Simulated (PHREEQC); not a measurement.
0.58 g of hydrous ferric oxide (600 m²/g; 0.2 weak and 0.005 strong sites per Fe, Dzombak-Morel constants, diffuse double layer) in 1 kg of water with 0.1 mol/kgw of an inert sodium salt and 0.00022 mol Na2SO4, at 25 °C; the pH is set by adding NaOH or the inert anion's acid. Oxygen alone is held at its pressure in air (log pO2 = -0.68). CO2 from the air is kept out. Precipitation was switched off in this run.

Computed with PHREEQC (ion-association model, wateq4f.dat).

**Question.** Predict surface charge σ (C/m²) at pH = 8.88, 10.

**Answer.** 
```
pH    surface charge σ (C/m²)
----  -----------------------
8.88                   -0.029
10                     -0.094
```
